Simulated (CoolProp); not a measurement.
Saturated liquid density (kg/m³) of propylene: the reference equation beside estimates from Tc = 364.2 K, pc = 45.55 bar, ω = 0.146. Rackett uses Z = 0.29056 − 0.08775 ω.

Values from CoolProp's reference Helmholtz-energy equation of state, Lemmon 2013.

| T (K) | reference | Rackett | van der Waals | Peng-Robinson |
|---|---|---|---|---|
| 252 | 575.9 | 569.0 | 363.8 | 609.3 |
| 259 | 566.4 | 559.6 | 357.7 | 597.9 |
| 266 | 556.5 | 549.9 | 351.4 | 586.0 |
| 273 | 546.3 | 539.9 | 344.9 | 573.3 |
| 280 | 535.8 | 529.5 | 338.0 | 559.9 |
| 287 | 524.8 | 518.7 | 330.9 | 545.7 |
| 294 | 513.4 | 507.4 | 323.3 | 530.5 |
| 301 | 501.3 | 495.5 | 315.4 | 514.3 |
| 308 | 488.5 | 483.0 | 307.0 | 496.9 |
| 315 | 474.9 | 469.6 | 298.0 | 478.1 |

Absolute difference from the reference over all 10 rows, mean and median: Rackett 1.2 and 1.2 %, van der Waals 37.0 and 36.9 %, Peng-Robinson 3.8 and 4.2 %.
